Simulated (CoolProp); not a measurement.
Saturation properties of methane (Tc = 190.6 K, pc = 4.599 MPa, ω = 0.011).

Values from CoolProp's reference Helmholtz-energy equation of state, Setzmann 1991.

| T (K) | p (MPa) | surface tension (mN/m) | vapour viscosity (µPa s) |
|---|---|---|---|
| 99.8 | 0.03367 | 15.3 | 3.75 |
| 112.2 | 0.1058 | 12.8 | 4.27 |
| 124.6 | 0.2618 | 10.4 | 4.77 |
| 137 | 0.5472 | 8.11 | 5.28 |
| 149.4 | 1.012 | 5.89 | 5.86 |
| 161.8 | 1.710 | 3.80 | 6.60 |
| 174.2 | 2.701 | 1.90 | 7.77 |
| 186.5 | 4.049 | 0.325 | 10.5 |

It boils at 111.7 K under 1 atm.

Viscosity comes from a separate model (Quiñones-Cisneros 2006). Surface tension comes from a separate correlation (Mulero 2012).
